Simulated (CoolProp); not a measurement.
Vapour-liquid equilibrium of CH2F2 (R32) (1) + R152A (2) at 0.0669 MPa; x and y are mole fractions of (1).

The numbers come from the multi-fluid Helmholtz-energy mixture model, Tillner-Roth 1997 and Outcalt 1996; pair parameters Bell 2016 in CoolProp.

Task: Give the bubble temperature and the first vapour's composition at x = 0.2, 0.5, 0.65. Is there an azeotrope?

Result: x = 0.2: 231.0 K, y = 0.487; x = 0.5: 222.3 K, y = 0.794; x = 0.65: 219.3 K, y = 0.877. No azeotrope shows between x = 0.05 and 0.95.

Pair parameters are fitted to limited data, so mixtures are less certain than the pure fluids.
